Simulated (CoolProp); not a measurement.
Vapour-liquid equilibrium of CH2F2 (R32) (1) + R1234ze(E) (2) at 1.2 MPa; x and y are mole fractions of (1).

Model: multi-fluid Helmholtz-energy mixture model, Tillner-Roth 1997 and Thol 2016; pair parameters Bell 2023, in CoolProp.

Question: Give the bubble temperature and the first vapour's composition at x = 0.15, 0.25, 0.35. Is there an azeotrope?

Answer: x = 0.15: 45.9 °C, y = 0.317; x = 0.25: 39.6 °C, y = 0.472; x = 0.35: 34.2 °C, y = 0.590. No azeotrope shows between x = 0.05 and 0.95.

The pair parameters rest on a limited set of measurements; away from them the model extrapolates.
